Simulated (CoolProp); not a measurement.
Vapour-liquid equilibrium of carbon dioxide (1) + R22 (2) at 236.2 K; x and y are mole fractions of (1).

Values from CoolProp's multi-fluid Helmholtz-energy mixture model, Span 1996 and Kamei 1995; pair parameters Bell 2016.

Task: Give the bubble pressure and the first vapour's composition at x = 0.5, 0.65, 0.8. Is there an azeotrope?

Result: x = 0.5: 0.5797 MPa, y = 0.887; x = 0.65: 0.7380 MPa, y = 0.936; x = 0.8: 0.8993 MPa, y = 0.969. No azeotrope shows between x = 0.05 and 0.95.

The pair parameters rest on a limited set of measurements; away from them the model extrapolates.
